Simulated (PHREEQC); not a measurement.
Metal-bearing waste water

A solution holds 0.025 mol/kgw Al2(SO4)3, 0.13 mol/kgw NiCl2 and 0.0028 mol/kgw Na2SO4, at 89 °C. Closed to the air; pH follows from the charge balance.

Equilibrium calculation in PHREEQC: ion-association model, wateq4f.dat.

Each row changes one thing in this solution. This is a speciation only: nothing precipitates in the calculation.

```json
[
 {"case": "as made", "pH": "3.11", "ionic strength (mol/kgw)": "0.436", "AlSO4+ (mol/kgw)": "0.0299", "SO4-2 (mol/kgw)": "0.0179", "Al+3 (mol/kgw)": "0.0134", "Al(SO4)2- (mol/kgw)": "0.00390", "SI of Al(OH)3(a) (Al(OH)3)": "-1.07", "SI of Boehmite (AlOOH)": "+1.37"},
 {"case": "NiCl2 left out", "pH": "3.37", "ionic strength (mol/kgw)": "0.0888", "AlSO4+ (mol/kgw)": "0.0341", "SO4-2 (mol/kgw)": "0.0212", "Al+3 (mol/kgw)": "0.00376", "Al(SO4)2- (mol/kgw)": "0.0100", "SI of Al(OH)3(a) (Al(OH)3)": "…", "SI of Boehmite (AlOOH)": "+1.92"},
 {"case": "temperature from 89 to 25 °C", "pH": "3.74", "ionic strength (mol/kgw)": "0.439", "AlSO4+ (mol/kgw)": "0.0298", "SO4-2 (mol/kgw)": "0.0199", "Al+3 (mol/kgw)": "0.0158", "Al(SO4)2- (mol/kgw)": "0.00405", "SI of Al(OH)3(a) (Al(OH)3)": "-2.41", "SI of Boehmite (AlOOH)": "…"},
 {"case": "NiCl2 from 0.13 to 0.26 mol/kgw", "pH": "3.03", "ionic strength (mol/kgw)": "0.716", "AlSO4+ (mol/kgw)": "…", "SO4-2 (mol/kgw)": "…", "Al+3 (mol/kgw)": "0.0185", "Al(SO4)2- (mol/kgw)": "0.00251", "SI of Al(OH)3(a) (Al(OH)3)": "-1.27", "SI of Boehmite (AlOOH)": "+1.17"},
 {"case": "0.015 mol/kgw NaOH added", "pH": "3.73", "ionic strength (mol/kgw)": "0.436", "AlSO4+ (mol/kgw)": "0.0251", "SO4-2 (mol/kgw)": "0.0210", "Al+3 (mol/kgw)": "0.00959", "Al(SO4)2- (mol/kgw)": "0.00384", "SI of Al(OH)3(a) (Al(OH)3)": "+0.65", "SI of Boehmite (AlOOH)": "+3.09"},
 {"case": "diluted 5-fold with water", "pH": "3.25", "ionic strength (mol/kgw)": "0.0979", "AlSO4+ (mol/kgw)": "0.00568", "SO4-2 (mol/kgw)": "0.00500", "Al+3 (mol/kgw)": "0.00285", "Al(SO4)2- (mol/kgw)": "0.000379", "SI of Al(OH)3(a) (Al(OH)3)": "-1.01", "SI of Boehmite (AlOOH)": "+1.43"},
 {"case": "temperature from 89 to 35 °C", "pH": "3.62", "ionic strength (mol/kgw)": "0.436", "AlSO4+ (mol/kgw)": "0.0302", "SO4-2 (mol/kgw)": "0.0192", "Al+3 (mol/kgw)": "0.0153", "Al(SO4)2- (mol/kgw)": "0.00407", "SI of Al(OH)3(a) (Al(OH)3)": "-2.16", "SI of Boehmite (AlOOH)": "+0.09"}
]
```

Q: What belongs in the gaps?

A: 
- NiCl2 left out, SI of Al(OH)3(a) (Al(OH)3): -0.51
- temperature from 89 to 25 °C, SI of Boehmite (AlOOH): -0.19
- NiCl2 from 0.13 to 0.26 mol/kgw, AlSO4+ (mol/kgw): 0.0261
- NiCl2 from 0.13 to 0.26 mol/kgw, SO4-2 (mol/kgw): 0.0164

The ionic strength passes 0.7 mol/kgw, the rough limit of the ion-association models, in NiCl2 from 0.13 to 0.26 mol/kgw. Some of these states are supersaturated (in Boehmite (slow to form), Gibbsite (slow to form), Basaluminite, for instance). At this temperature some constants are extrapolated from 25 °C, and those without enthalpy data are left unchanged.
